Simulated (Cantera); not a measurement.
Mixture: CH₃OH : O₂ : N₂ = 1 : 1.5 : 5.64 (molar parts), equivalence ratio 1.0, at 0.580 bar, adiabatic and at constant volume. Ignition delay is the time to a rise of 400 K.

Model: GRI-Mech 3.0 (53 species, 325 reactions), integrated in Cantera. GRI-Mech 3.0 was tuned for natural gas; its chemistry of methanol as a main component is partial and can be far from experiment.

Q: What does this change do: pressure from 0.580 bar to 8.10 bar?

A: 
| quantity | before | after |
|---|---|---|
| delay at 1300 K | 3.36 ms | 0.359 ms |
| delay at 1400 K | 0.955 ms | 98.0 µs |
| delay at 1500 K | 0.334 ms | 33.1 µs |
| delay at 1600 K | 0.139 ms | 13.3 µs |
| delay at 1700 K | 65.5 µs | 6.13 µs |
| apparent activation energy between 1600 and 1700 K | 170 kJ/mol | 180 kJ/mol |

Q: What does this change do: CH3OH 1 to 1.3 parts?

A: 
| quantity | before | after |
|---|---|---|
| delay at 1300 K | 3.36 ms | 3.14 ms |
| delay at 1400 K | 0.955 ms | 0.885 ms |
| delay at 1500 K | 0.334 ms | 0.306 ms |
| delay at 1600 K | 0.139 ms | 0.126 ms |
| delay at 1700 K | 65.5 µs | 58.8 µs |
| apparent activation energy between 1600 and 1700 K | 170 kJ/mol | 170 kJ/mol |
